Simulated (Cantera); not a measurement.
Charge: 1 mol SrCl₂, 96 mol N₂, 0.65 mol H₂O, held at 0.270 Pa.

These are equilibrium values from Cantera (NASA tables, ideal gas, pure condensed phases), not measurements of a reactor. Candidate condensed phases: H₂O, NH₄Cl, Sr, SrCl₂, SrO, Sr(OH)₂; 35 gas species. Condensed phases not in the tables: oxide chlorides. Equilibrium is a limit: real reactors are often held back by kinetics, nucleation or transport. All values below are at 1427 °C.

Base state: N₂ 0.977, SrCl₂ 0.00788, H 0.00312, H₂O 0.00304, Cl 0.00235, H₂ 0.00121, HCl 0.00118, SrCl 0.00107 (mole fractions); condensed: SrO(s).

What changes in the equilibrium state with this change: SrCl₂ replaced by MgF₂?


```csv
species,before,after
N₂,0.977,0.973
HF,0,0.0124
Mg,0,0.00579
SrCl₂,0.00788,0
MgF₂,0,0.00353
Cl,0.00235,0
HCl,0.00118,0
"SrO(s), mol",0.00874,0
```
Further candidate phases: Mg, MgF₂, MgO, Mg(OH)₂.
